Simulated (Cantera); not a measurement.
Input: 1 mol N2O, 0.012 mol SO2, 1.9 mol O2, equilibrated at 1725 K and 13.3 mbar.

These are equilibrium values from Cantera (NASA tables, ideal gas, pure condensed phases), not measurements of a reactor. Candidate condensed phases: S; 17 gas species. The numbers say what is thermodynamically allowed, not how fast it happens.

Q: What is the equilibrium state?

A: 
| Property | Result |
|---|---|
| x(O2) | 0.701 |
| x(N2) | 0.291 |
| x(NO) | 0.00354 |
| x(SO2) | 0.00351 |
| x(O) | 0.000421 |
| x(SO3) | 4.70e-6 |
| x(NO2) | 2.22e-6 |
| gas amount | 3.413 mol |
| log10 activity of S(l) (absent) | -10.85 |
